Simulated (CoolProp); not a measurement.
Vapour-liquid equilibrium of n-hexane (1) + toluene (2) at 0.0228 bar; x and y are mole fractions of (1).

Model: multi-fluid Helmholtz-energy mixture model, Thol 2019 and Lemmon 2006; pair parameters Bell 2016, in CoolProp.

```
x      bubble temperature (K)  y at the bubble point  dew temperature at overall composition x (K)  liquid density (mol/L)
-----  ----------------------  ---------------------  --------------------------------------------  ----------------------
0.05                    282.0                  0.350                                         287.8                   9.419
0.125                   275.6                  0.589                                         286.5                   9.333
0.2                     271.5                  0.705                                         285.1                   9.229
0.275                   268.7                  0.773                                         283.6                   9.115
0.35                    266.5                  0.818                                         282.0                   8.998
0.425                   264.8                  0.852                                         280.2                   8.880
0.5                     263.3                  0.878                                         278.2                   8.763
0.575                   262.1                  0.900                                         276.1                   8.646
0.65                    260.9                  0.920                                         273.6                   8.532
0.725                   259.8                  0.938                                         270.7                   8.419
0.8                     258.8                  0.955                                         267.4                   8.309
0.875                   257.9                  0.972                                         263.5                   8.202
0.95                    256.9                  0.989                                         259.2                   8.096
```

No azeotrope shows between x = 0.05 and 0.95.

Pair parameters are fitted to limited data, so mixtures are less certain than the pure fluids.
